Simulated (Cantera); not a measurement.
An isothermal, constant-pressure homogeneous reactor starts with H2 : O2 = 0.014 : 1 (molar parts), at 1400 K and 27.0 Torr.

Detailed kinetics in Cantera: the H2/O2 subset of GRI-Mech 3.0, which has no nitrogen chemistry. Radical loss at walls, strong at low pressure, is not modelled.

One state of this run: x H2 = 6.95e-5; x O2 = 0.974; x H2O2 = 3.61e-8; x H2O = 0.0126; x HO2 = 1.46e-6; x OH = 0.00175; x H = 0.000476. x: mole fraction; the columns are a selection and need not sum to one.

Question: Which value of t (s) does it belong to?
A. 0.000160
B. 0.00424
C. 0.113
D. 0.0219

Answer: B, 0.00424
